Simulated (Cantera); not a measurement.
# B2O3 + H2 (boron, boron nitride and boron oxide)

Input: 1 mol B2O3, a varied amount of H2, held at 22.0 Pa.

These are equilibrium values from Cantera (NASA tables, ideal gas, pure condensed phases), not measurements of a reactor. Candidate condensed phases: B, B2O3, B3O3H3, H2O; 23 gas species. Rates play no part.

**Question.** Map the stable condensed phases over T = 1050, 1075, 1100, 1125, 1150, 1175, 1200, 1225, 1250, 1275, 1300, 1325 °C and n(H2) in mol = 19, 45, 71, 97, 120, 150, 170.

**Answer.** 
```
T in °C \ n(H2) in mol
          19  45  71  97 120 150 170
   1325    A   A   A   A   A   A   A
   1300    A   A   A   A   A   A   A
   1275    A   A   A   A   A   A   A
   1250    A   A   A   A   A   A   A
   1225    A   A   A   A   A   A   A
   1200    A   A   A   A   A   A   A
   1175    A   A   A   A   A   A   A
   1150    B   A   A   A   A   A   A
   1125    B   B   A   A   A   A   A
   1100    B   B   B   A   A   A   A
   1075    B   B   B   B   A   A   A
   1050    B   B   B   B   B   B   B
```
A: gas only; B: B2O3.
